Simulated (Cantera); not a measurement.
A perfectly stirred reactor is fed with CH₃OH : O₂ : N₂ = 0.0027 : 0.055 : 1 (molar parts), at 4430 Torr; it is held at 1475 K, and followed from long to short residence time.

Model: GRI-Mech 3.0 (53 species, 325 reactions), integrated in Cantera. GRI-Mech 3.0 was tuned for natural gas; its chemistry of methanol as a main component is partial and can be far from experiment.

Predict: x(CH₃OH) at τ = 1.10 s; x(O₂) at τ = 1.10 s; x(OH) at τ = 1.10 s; x(CH₃OH) at τ = 13.0 ms; x(O₂) at τ = 13.0 ms; x(OH) at τ = 13.0 ms.


- x(CH₃OH) at τ = 1.10 s: 2.63e-7
- x(O₂) at τ = 1.10 s: 0.0481
- x(OH) at τ = 1.10 s: 1.33e-5
- x(CH₃OH) at τ = 13.0 ms: 7.06e-6
- x(O₂) at τ = 13.0 ms: 0.0482
- x(OH) at τ = 13.0 ms: 3.24e-5
